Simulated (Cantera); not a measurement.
Equilibrium for hydrogen reduction and annealing atmospheres: Fe3O4 + H2

A closed system holds: 1 mol Fe3O4, 270 mol H2, at 1325 °C.

These are equilibrium values from Cantera (NASA tables, ideal gas, pure condensed phases), not measurements of a reactor. Candidate condensed phases: Fe, FeO, Fe(OH)2, Fe(OH)3, Fe2O3, Fe3O4, H2O; 12 gas species. The numbers say what is thermodynamically allowed, not how fast it happens.

From 0.000100 bar to 10.0 bar the condensed part is Fe(γ). The main Fe-bearing gas is Fe throughout.

```
P (Pa)    x H2   x H2O      x Fe       x H  n Fe(γ)
-------  -----  ------  --------  --------  -------
10       0.970  0.0146    0.0106   0.00524    0.109
52       0.981  0.0148   0.00203   0.00231     2.45
270      0.984  0.0148  0.000391   0.00102     2.89
1400     0.985  0.0148   7.55e-5  0.000446     2.98
7200     0.985  0.0148   1.47e-5  0.000197     3.00
37000    0.985  0.0148   2.85e-6   8.69e-5     3.00
190000   0.985  0.0148   5.56e-7   3.83e-5     3.00
1000000  0.985  0.0148   1.06e-7   1.67e-5     3.00
```
x: gas mole fraction; n: condensed amount in mol.
